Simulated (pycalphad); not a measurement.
CALPHAD calculation (pycalphad, COST 507 light-alloy database (1999)), 1 atm. The database dates from 1999; later assessments differ in places, in temperatures and in the compounds included. Amounts are mole fractions of atoms.

Problem. Give the equilibrium state of Si-27.2Sn (at.%) at 850 K.

Solution. 
```
T = 850.00 K, P = 101325 Pa, N = 1 mol of atoms
G = -32954 J/mol, H = 15740 J/mol, S = 57.29 J/(mol K)  (SER reference)
chemical potentials (J/mol): Si -23592, Sn -58008
phase             fraction      x(Si)      x(Sn)
DIAMOND_A4          0.7278     1.0000   4.34e-07
LIQUID              0.2722   0.000662     0.9993
```

DIAMOND_A4 is diamond (Si).
